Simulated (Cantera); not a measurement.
A perfectly stirred reactor is fed with 1.66 % CH₄, 0.945 % O₂, 97.4 % N₂, at 1000000 Pa; it is held at 925 K, and followed from long to short residence time.

Computed with Cantera and GRI-Mech 3.0 (53 species, 325 reactions).

Q: Predict: x(CH₄) at τ = 14.0 s; x(O₂) at τ = 14.0 s; x(CO₂) at τ = 14.0 s; x(CH₄) at τ = 42.0 ms; x(O₂) at τ = 42.0 ms.

A: 
| Item | Result |
|---|---|
| x(CH₄) at τ = 14.0 s | 0.00995 |
| x(O₂) at τ = 14.0 s | 0.000830 |
| x(CO₂) at τ = 14.0 s | 0.00188 |
| x(CH₄) at τ = 42.0 ms | 0.0166 |
| x(O₂) at τ = 42.0 ms | 0.00945 |
